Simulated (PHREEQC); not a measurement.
Solution (25 °C): 0.01 mol/kgw NaH2PO4 and 0.0002 mol/kgw HCl. Closed to the air; pH follows from the charge balance.

All values are PHREEQC results (ion-association model, phreeqc.dat), not measurements.

| quantity | before | after |
|---|---|---|
| pH | 4.06 | 4.70 |
| H3PO4 (mol/kgw) | 0.000114 | 2.82e-6 |
| HPO4-2 (mol/kgw) | 9.55e-6 | 3.45e-6 |
| NaHPO4- (mol/kgw) | 1.24e-7 | 5.82e-9 |

Problem. What was changed between the two runs?
A) temperature from 25 to 10 °C
B) HCl left out
C) HCl replaced by NaCl at the same molality
D) diluted 10-fold with water

Solution. D, diluted 10-fold with water

Precipitation was switched off in this run.
